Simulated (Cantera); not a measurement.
**Thermodynamics of silicon etching in halogen gases, feed Si + NF₃ + N₂**

Charge: 1 mol Si, 6.2 mol NF₃, 0.34 mol N₂, held at 150 Pa.

Cantera equilibrium calculation (NASA polynomials, part measured and part estimated; ideal gas, pure solids and liquids). Candidate condensed phases: Si, Si₃N₄; 16 gas species. Rates play no part.

```json
[
 {"T (°C)": "227", "x F": "1.06e-5", "x NF₃": "0.702", "x F₂": "0.00559", "x N₂": "0.148", "x SiF₄": "0.145"},
 {"T (°C)": "327", "x F": "0.00140", "x NF₃": "0.537", "x F₂": "0.149", "x N₂": "0.182", "x SiF₄": "0.131"},
 {"T (°C)": "427", "x F": "0.0267", "x NF₃": "0.0971", "x F₂": "0.515", "x N₂": "0.269", "x SiF₄": "0.0923"},
 {"T (°C)": "527", "x F": "0.151", "x NF₃": "0.00549", "x F₂": "0.495", "x N₂": "0.270", "x SiF₄": "0.0792"},
 {"T (°C)": "627", "x F": "0.437", "x NF₃": "0.000229", "x F₂": "0.268", "x N₂": "0.229", "x SiF₄": "0.0666"},
 {"T (°C)": "727", "x F": "0.678", "x NF₃": "5.17e-6", "x F₂": "0.0717", "x N₂": "0.194", "x SiF₄": "0.0563"},
 {"T (°C)": "827", "x F": "0.749", "x NF₃": "1.11e-7", "x F₂": "0.0144", "x N₂": "0.183", "x SiF₄": "0.0533"},
 {"T (°C)": "927", "x F": "0.763", "x NF₃": "3.77e-9", "x F₂": "0.00330", "x N₂": "0.181", "x SiF₄": "0.0527"},
 {"T (°C)": "1027", "x F": "0.766", "x NF₃": "2.10e-10", "x F₂": "0.000924", "x N₂": "0.181", "x SiF₄": "0.0526"},
 {"T (°C)": "1127", "x F": "0.766", "x NF₃": "1.76e-11", "x F₂": "0.000308", "x N₂": "0.181", "x SiF₄": "0.0525"},
 {"T (°C)": "1227", "x F": "0.767", "x NF₃": "2.05e-12", "x F₂": "0.000119", "x N₂": "0.181", "x SiF₄": "0.0525"},
 {"T (°C)": "1327", "x F": "0.767", "x NF₃": "<1e-12", "x F₂": "5.13e-5", "x N₂": "0.181", "x SiF₄": "0.0525"},
 {"T (°C)": "1427", "x F": "0.767", "x NF₃": "<1e-12", "x F₂": "2.45e-5", "x N₂": "0.181", "x SiF₄": "0.0525"}
]
```
x: gas mole fraction; nothing condenses.

From 227 °C to 1427 °C nothing is condensed. The main Si-bearing gas is SiF₄ throughout.
